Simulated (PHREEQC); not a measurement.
Dissolve 0.11 mol/kgw K2CO3, 0.1 mol/kgw K2SO4 and 0.00012 mol/kgw KH2PO4 at 20 °C. Closed to the air; pH follows from the charge balance.

All values are PHREEQC results (ion-association model, phreeqc.dat), not measurements.

No solid was allowed to form.

Task: Predict the pH, ionic strength.

Result: pH 11.43; ionic strength 0.564 mol/kgw.

Task: In which forms is P present?

Result: PO4-3 51 %, HPO4-2 43 %, KHPO4- 6.2 % of the P.

Complexes and solids missing from the database can't appear.
